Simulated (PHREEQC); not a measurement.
**Nickel, zinc or cadmium bath: an equilibrium model**

Make-up at 25 °C: 0.0019 mol/kgw CdCl2, 6.4e-05 mol/kgw H3BO3 and 0.00014 mol/kgw H2SO4. Closed to the air; pH follows from the charge balance.

Equilibrium calculation in PHREEQC: ion-association model, phreeqc.dat.

This is a speciation only: nothing precipitates in the calculation.

Question: What pH, ionic strength does the model give?

Answer: pH 3.59; ionic strength 0.00527 mol/kgw.

Question: In which forms is Cl present?

Answer: Cl- 90 %, CdCl+ 9.5 % of the Cl.

Species that the database lacks are ignored.
